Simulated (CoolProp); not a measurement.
Properties of octamethylcyclotetrasiloxane (D4) at several states.

Model: reference Helmholtz-energy equation of state, Thol 2015, in CoolProp.

```csv
T (°C),p (MPa),phase,Z,Joule-Thomson coefficient (K/MPa)
269.15,0.0107,gas,0.9962,10.60
154.15,5.84,liquid,0.5973,-0.2562
151.05,0.403,liquid,0.04234,-0.1976
249.35,0.0879,gas,0.9635,12.66
176.95,0.251,liquid,0.02602,-0.1093
```
